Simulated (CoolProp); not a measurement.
Properties of ethanol along the isotherm 620 K (Tc = 514.7 K, pc = 6.268 MPa, ω = 0.644).

The numbers come from the reference Helmholtz-energy equation of state, Schroeder 2014 in CoolProp.

```json
[
 {"p (MPa)": "3.48", "phase": "gas", "speed of sound (m/s)": "329.6", "conductivity (mW/(m K))": "59.9"},
 {"p (MPa)": "6.96", "phase": "supercritical", "speed of sound (m/s)": "308.6", "conductivity (mW/(m K))": "68.9"},
 {"p (MPa)": "10.4", "phase": "supercritical", "speed of sound (m/s)": "285.1", "conductivity (mW/(m K))": "81.3"},
 {"p (MPa)": "13.9", "phase": "supercritical", "speed of sound (m/s)": "269.3", "conductivity (mW/(m K))": "97.8"},
 {"p (MPa)": "17.4", "phase": "supercritical", "speed of sound (m/s)": "285.2", "conductivity (mW/(m K))": "113"},
 {"p (MPa)": "20.9", "phase": "supercritical", "speed of sound (m/s)": "330.9", "conductivity (mW/(m K))": "122"},
 {"p (MPa)": "24.4", "phase": "supercritical", "speed of sound (m/s)": "380.0", "conductivity (mW/(m K))": "128"},
 {"p (MPa)": "27.9", "phase": "supercritical", "speed of sound (m/s)": "425.9", "conductivity (mW/(m K))": "132"},
 {"p (MPa)": "31.3", "phase": "supercritical", "speed of sound (m/s)": "467.7", "conductivity (mW/(m K))": "135"}
]
```

Thermal conductivity comes from a separate model (Assael 2013).
